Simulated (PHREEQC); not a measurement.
2.4 g of hydrous ferric oxide (600 m²/g; 0.2 weak and 0.005 strong sites per Fe, Dzombak-Morel constants, diffuse double layer) in 1 kg of water with 0.3 mol/kgw of an inert sodium salt, at 25 °C; the pH is set by adding NaOH or the inert anion's acid. O2 is buffered at 0.21 atm. The system is closed to CO2. Nothing may precipitate in this run.

The numbers come from PHREEQC with the ion-association model, wateq4f.dat.

| pH | surface charge σ (C/m²) | surface potential ψ (mV) |
|---|---|---|
| 3 | 0.368 | 125 |
| 3.67 | 0.360 | 124 |
| 4.33 | 0.331 | 120 |
| 5 | 0.269 | 110 |
| 5.67 | 0.191 | 93 |
| 6.33 | 0.121 | 71 |
| 7 | 0.066 | 46 |
| 7.67 | 0.024 | 19 |
| 8.33 | -0.012 | -9 |
| 9 | -0.051 | -38 |
| 9.67 | -0.101 | -64 |
| 10.33 | -0.166 | -86 |
| 11 | -0.244 | -105 |

Complexes and solids missing from the database can't appear. The oxide is taken as insoluble; below pH 4 it would dissolve.
